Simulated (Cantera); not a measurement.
A Cantera script and what it prints.

```python
import numpy as np
import cantera as ct

gas_names = """
    AL ALI ALI3 AL2 AL2I6 I I2
""".split()
cond_names = """
    AL(cr) AL(L) ALI3(s) ALI3(L) I2(cr) I2(L)
""".split()


# ... load() reads the species with a 1 bar reference pressure and builds the phases ...
atoms = {
    'Al': {'AL': 1},
    'I2': {'I': 2},
}
top_T = {}  # K; cautious upper limits of use, not melting points


# ... equilibrate(T, P, feed) seeds the gas with the atoms and calls Mixture.equilibrate('TP', solver="vcs", rtol=1e-11, max_steps=5000) ...
results = []
T = 775  # K
P = 1333.22  # Pa
for m in [0.66, 1.1, 1.6, 2, 2.5, 2.9, 3.4, 3.8, 4.3]:
    feed = {'Al': 1, 'I2': m}  # mol
    mix = equilibrate(T, P, feed)
    results.append((T, P, feed, dict(zip(mix.species_names, mix.species_moles))))

top = {s: max(r[3][s] / sum(r[3][g] for g in gas_names) for r in results) for s in gas_names}
cols = sorted((s for s in top if top[s] > 0.001), key=lambda s: -top[s])[:8]
seen = [c for c in cond_names if any(r[3].get(c, 0) > 1e-12 for r in results)]
print("log10 of partial pressures in bar; condensed amounts in mol")
print(f"{'n(I2)':>10s}" + "".join(f"{s[:9]:>10s}" for s in cols + seen))
for T, P, feed, n in results:
    ng = sum(n[g] for g in gas_names)
    print(f"{feed['I2']:10.4g}" + "".join(f"{np.log10(max(n[s] / ng * P / 1e5, 1e-99)):10.3f}" for s in cols)
          + "".join(f"{n.get(c, 0):10.4g}" for c in seen))
```

It prints:

```
log10 of partial pressures in bar; condensed amounts in mol
     n(I2)      ALI3        I2         I       ALI     AL2I6    AL(cr)
      0.66    -1.879   -12.524    -8.681    -4.220    -4.338    0.5587
       1.1    -1.879   -12.524    -8.681    -4.220    -4.338    0.2645
       1.6    -1.920    -2.941    -3.890   -13.844    -4.421         0
         2    -2.057    -2.368    -3.603   -14.554    -4.694         0
       2.5    -2.182    -2.191    -3.514   -14.856    -4.945         0
       2.9    -2.262    -2.124    -3.481   -15.003    -5.104         0
       3.4    -2.344    -2.073    -3.456   -15.136    -5.269         0
       3.8    -2.400    -2.046    -3.442   -15.219    -5.381         0
       4.3    -2.462    -2.022    -3.430   -15.305    -5.504         0
```

These are equilibrium values from Cantera (NASA tables, ideal gas, pure condensed phases), not measurements of a reactor.
